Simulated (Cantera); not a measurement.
A freely propagating, adiabatic, planar premixed flame of CH4 : H2 : O2 : N2 = 1 : 0.043 : 3.6 : 12 (molar parts), unburnt at 598 K and 1.00 bar; mixture-averaged transport, grid criteria slope 0.08 and curve 0.16, no radiation.

Detailed kinetics in Cantera: GRI-Mech 3.0 (53 species, 325 reactions). Burning velocities carry a grid error of a few per cent, more on coarse grids.

Problem. Predict: laminar burning velocity; thermal thickness; peak x(CH3); peak x(HCO).

Solution. 
```json
{
  "laminar_burning_velocity": "72.6 cm/s",
  "thermal_thickness": "0.458 mm",
  "peak x(CH3)": "0.000827",
  "peak x(HCO)": "1.71e-5"
}
```
